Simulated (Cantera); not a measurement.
Input (Python, Cantera) and output of one run.

```python
import numpy as np
import cantera as ct

gas_names = [...]  # 114 gases of nasa_gas.yaml made of C, Fe, H, O
cond_names = """
    C(gr) C6H6(L) C7H8(L) C8H18(L),n-octa Fe(a) Fe(c) Fe(d) Fe(L) FeC5O5(L) FeO(s) FeO(L) Fe(OH)2(s)
    Fe(OH)3(s) Fe2O3(s) Fe3O4(s) H2O(s) H2O(L)
""".split()


# ... load() reads the species with a 1 bar reference pressure and builds the phases ...
atoms = {
    'Fe(CO)5': {'Fe': 1, 'C': 5, 'O': 5},
    'CO': {'C': 1, 'O': 1},
    'H2': {'H': 2},
}
top_T = {'C(gr)': 4500, 'Fe2O3(s)': 1830, 'Fe3O4(s)': 1870}  # K; cautious upper limits of use, not melting points


# ... equilibrate(T, P, feed) seeds the gas with the atoms and calls Mixture.equilibrate('TP', solver="vcs", rtol=1e-11, max_steps=5000) ...
results = []
feed = {'Fe(CO)5': 1, 'CO': 0.74, 'H2': 0.24}  # mol
P = 133.322  # Pa
for T in [898, 998, 1098, 1198, 1298, 1398, 1498, 1598]:
    mix = equilibrate(T, P, feed)
    results.append((T, P, feed, dict(zip(mix.species_names, mix.species_moles))))

top = {s: max(r[3][s] / sum(r[3][g] for g in gas_names) for r in results) for s in gas_names}
cols = sorted((s for s in top if top[s] > 1e-06), key=lambda s: -top[s])[:8]
seen = [c for c in cond_names if any(r[3].get(c, 0) > 1e-12 for r in results)]
print("log10 of partial pressures in bar; condensed amounts in mol")
print(f"{'T/K':>10s}" + "".join(f"{s[:9]:>10s}" for s in cols + seen))
for T, P, feed, n in results:
    ng = sum(n[g] for g in gas_names)
    print(f"{T:10.4g}" + "".join(f"{np.log10(max(n[s] / ng * P / 1e5, 1e-99)):10.3f}" for s in cols)
          + "".join(f"{n.get(c, 0):10.4g}" for c in seen))
```

It prints:

```
log10 of partial pressures in bar; condensed amounts in mol
       T/K        CO        H2       CO2        Fe         H       H2O     C(gr)     Fe(a)     Fe(c)
       898    -2.896    -4.270    -5.023   -16.257   -12.096    -6.763   0.04296         1         0
       998    -2.893    -4.271    -6.015   -13.870   -10.803    -7.554  0.004456         1         0
      1098    -2.893    -4.272    -6.825   -11.934    -9.743    -8.201 0.0006981         1         0
      1198    -2.893    -4.272    -7.497   -10.334    -8.857    -8.740 0.0001507         0         1
      1298    -2.893    -4.272    -8.062    -8.987    -8.106    -9.196 4.139e-05         0         1
      1398    -2.893    -4.272    -8.542    -7.836    -7.461    -9.586 1.279e-05         0    0.9999
      1498    -2.893    -4.272    -8.956    -6.842    -6.901    -9.924 1.236e-06         0    0.9994
      1598    -2.893    -4.274    -9.075    -5.976    -6.411    -9.978         0         0    0.9953
```

Cantera equilibrium calculation (NASA polynomials, part measured and part estimated; ideal gas, pure solids and liquids). Condensed phases not in the tables: cementite and carbon dissolved in iron.
